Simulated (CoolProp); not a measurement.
A single-stage vapour-compression cycle with carbon dioxide: evaporating at 233.15 K (dew point), condensing at 295.15 K (bubble point), superheat 5 K, subcooling 0 K, compressor efficiency 0.7, no pressure losses. Each further row changes one setting.

Model: reference Helmholtz-energy equation of state, Span 1996, in CoolProp.

```json
[
 {"case": "as stated", "cooling COP": "1.43", "pressure ratio": "5.98", "discharge temperature (K)": "399.1", "refrigerating effect (kJ/kg)": "177", "volumetric capacity (kJ/m³)": "4490"},
 {"case": "evaporating temperature 238.15 K", "cooling COP": "1.63", "pressure ratio": "4.99", "discharge temperature (K)": "387.3", "refrigerating effect (kJ/kg)": "179", "volumetric capacity (kJ/m³)": "5390"},
 {"case": "condensing temperature 290.15 K", "cooling COP": "1.70", "pressure ratio": "5.31", "discharge temperature (K)": "387.0", "refrigerating effect (kJ/kg)": "194", "volumetric capacity (kJ/m³)": "4910"},
 {"case": "subcooling 5 K", "cooling COP": "1.59", "pressure ratio": "5.98", "discharge temperature (K)": "399.1", "refrigerating effect (kJ/kg)": "197", "volumetric capacity (kJ/m³)": "4980"},
 {"case": "superheat 15 K", "cooling COP": "1.42", "pressure ratio": "5.98", "discharge temperature (K)": "414.5", "refrigerating effect (kJ/kg)": "187", "volumetric capacity (kJ/m³)": "4460"},
 {"case": "compressor efficiency 0.6", "cooling COP": "1.22", "pressure ratio": "5.98", "discharge temperature (K)": "417.4", "refrigerating effect (kJ/kg)": "177", "volumetric capacity (kJ/m³)": "4490"}
]
```
